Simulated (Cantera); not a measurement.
Feed: 1 mol SiCl4, 1.3 mol HCl, 4 mol H2, at 425 °C and 100000 Pa.

Cantera equilibrium calculation (NASA polynomials, part measured and part estimated; ideal gas, pure solids and liquids). Candidate condensed phases: Si; 19 gas species. The numbers say what is thermodynamically allowed, not how fast it happens.

Base state: H2 0.635, HCl 0.206, SiCl4 0.159, SiHCl3 9.66e-5 (mole fractions); condensed: gas only.

Q: What changes in the equilibrium state with this change: temperature from 425 °C to 952 °C?

A: 
| species | before | after |
|---|---|---|
| H2 | 0.635 | 0.619 |
| HCl | 0.206 | 0.222 |
| SiCl4 | 0.159 | 0.143 |
| SiHCl3 | 9.66e-5 | 0.0124 |
| SiCl2 | <1e-9 | 0.000460 |
| SiCl3 | 7.95e-9 | 0.00288 |
| SiH2Cl2 | 3.85e-9 | 0.000144 |
The tables' values for SiCl3 are old estimates; treat these amounts as uncertain.

Q: What changes in the equilibrium state with this change: temperature from 425 °C to 700 °C?

A: 
```
species   before    after
-------  -------  -------
H2         0.635    0.632
HCl        0.206    0.209
SiCl4      0.159    0.156
SiCl3    7.95e-9  4.06e-5
SiHCl3   9.66e-5  0.00265
```
The tables' values for SiCl3 are old estimates; treat these amounts as uncertain.
